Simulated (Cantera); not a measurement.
Feed: 1 mol Si2Cl6, 160 mol H2, at 37.0 mbar.

Equilibrium computed with Cantera from the NASA thermochemical tables; the gas is ideal and each condensed phase is pure. Candidate condensed phases: Si; 19 gas species. The feed counts by its element totals alone. Gases not in the tables: Si2H6 and higher silanes. Rates play no part.

### Question
Which condensed phases are stable at each of these points (T (K)): 1498, 1523, 1548, 1573, 1598, 1623, 1648, 1673, 1698, 1723, 1748, 1773?

### Answer
```tsv
T (K)	condensed phases	Si condensed (%)
1498	Si(s)	74.4
1523	Si(s)	74.1
1548	Si(s)	73.8
1573	Si(s)	73.5
1598	Si(s)	73.1
1623	Si(s)	72.8
1648	Si(s)	72.5
1673	Si(s)	72.1
1698	Si(l)	72.1
1723	Si(l)	72.7
1748	Si(l)	73.2
1773	Si(l)	73.6
```

From 1498 K to 1673 K the condensed part is Si(s). From 1698 K to 1773 K the condensed part is Si(l).
